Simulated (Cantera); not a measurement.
An isothermal, constant-pressure homogeneous reactor starts with NH₃ : H₂ = 1 : 26 (molar parts), at 2175 K and 0.133 bar.

Model: the gas-phase N/H chemistry of the illustrative SiF4/NH3 mechanism in the Surface Chemkin manual (1991), integrated in Cantera. Walls and surfaces, which speed up NH3 decomposition in real reactors, are not modelled.

x: mole fraction; the columns are a selection and need not sum to one.

```json
[
 {"t (s)": "3.00e-6", "x NH₃": "0.0370", "x H₂": "0.963", "x N₂": "<1e-12", "x N": "<1e-12", "x N₂H₄": "<1e-12", "x H": "1.93e-6"},
 {"t (s)": "1.05e-5", "x NH₃": "0.0370", "x H₂": "0.963", "x N₂": "<1e-12", "x N": "<1e-12", "x N₂H₄": "<1e-12", "x H": "7.13e-6"},
 {"t (s)": "3.70e-5", "x NH₃": "0.0370", "x H₂": "0.963", "x N₂": "4.67e-12", "x N": "3.15e-12", "x N₂H₄": "<1e-12", "x H": "2.54e-5"},
 {"t (s)": "0.000130", "x NH₃": "0.0370", "x H₂": "0.963", "x N₂": "7.87e-10", "x N": "1.46e-10", "x N₂H₄": "1.93e-12", "x H": "8.95e-5"},
 {"t (s)": "0.000456", "x NH₃": "0.0370", "x H₂": "0.963", "x N₂": "1.07e-7", "x N": "6.39e-9", "x N₂H₄": "2.33e-11", "x H": "0.000314"},
 {"t (s)": "0.00160", "x NH₃": "0.0369", "x H₂": "0.962", "x N₂": "1.08e-5", "x N": "2.56e-7", "x N₂H₄": "2.70e-10", "x H": "0.00108"},
 {"t (s)": "0.00562", "x NH₃": "0.0353", "x H₂": "0.961", "x N₂": "0.000661", "x N": "3.13e-6", "x N₂H₄": "1.36e-9", "x H": "0.00253"},
 {"t (s)": "0.0197", "x NH₃": "(withheld)", "x H₂": "0.965", "x N₂": "(withheld)", "x N": "(withheld)", "x N₂H₄": "(withheld)", "x H": "(withheld)"},
 {"t (s)": "0.0693", "x NH₃": "(withheld)", "x H₂": "0.973", "x N₂": "(withheld)", "x N": "(withheld)", "x N₂H₄": "2.74e-10", "x H": "(withheld)"},
 {"t (s)": "0.243", "x NH₃": "0.000135", "x H₂": "0.970", "x N₂": "0.0177", "x N": "1.51e-6", "x N₂H₄": "<1e-12", "x H": "0.0127"},
 {"t (s)": "0.854", "x NH₃": "1.35e-5", "x H₂": "0.969", "x N₂": "0.0177", "x N": "1.74e-7", "x N₂H₄": "<1e-12", "x H": "0.0132"},
 {"t (s)": "3.00", "x NH₃": "3.23e-6", "x H₂": "0.969", "x N₂": "0.0177", "x N": "4.15e-8", "x N₂H₄": "<1e-12", "x H": "0.0132"}
]
```

Question: Some entries are withheld; supply them.

Answer: 
- 0.0197, x NH₃: 0.0268
- 0.0197, x N₂: 0.00476
- 0.0197, x N: 3.79e-6
- 0.0197, x N₂H₄: 1.07e-9
- 0.0197, x H: 0.00296
- 0.0693, x NH₃: 0.00903
- 0.0693, x N₂: 0.0134
- 0.0693, x N: 4.39e-6
- 0.0693, x H: 0.00449
